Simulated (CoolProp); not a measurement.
Vapour-liquid equilibrium of propylene (1) + cyclohexane (2) at 303.9 K; x and y are mole fractions of (1).

Computed with CoolProp (multi-fluid Helmholtz-energy mixture model, Lemmon 2013 and Zhou 2014; pair parameters Bell 2016).

```
x     bubble pressure, mixture model (MPa)  bubble pressure, Raoult's law (MPa)  y, mixture model  y, Raoult's law
----  ------------------------------------  -----------------------------------  ----------------  ---------------
0.05                               0.09383                              0.08237             0.824            0.807
0.15                                0.2390                               0.2136             0.934            0.933
0.25                                0.3743                               0.3448             0.960            0.964
0.35                                0.5018                               0.4760             0.972            0.977
0.45                                0.6237                               0.6072             0.979            0.985
0.55                                0.7422                               0.7384             0.984            0.990
0.65                                0.8597                               0.8696             0.988            0.993
0.75                                0.9794                                1.001             0.991            0.996
0.85                                 1.106                                1.132             0.995            0.998
0.95                                 1.248                                1.263             0.998            0.999
```

The largest gap from Raoult's law is +13.9 % in bubble pressure, at x = 0.05. No azeotrope shows between x = 0.05 and 0.95.

The pair parameters rest on a limited set of measurements; away from them the model extrapolates. The gap from Raoult's law changes sign with composition, which may be real or a fault of the pair parameters; it wasn't checked against measurements.
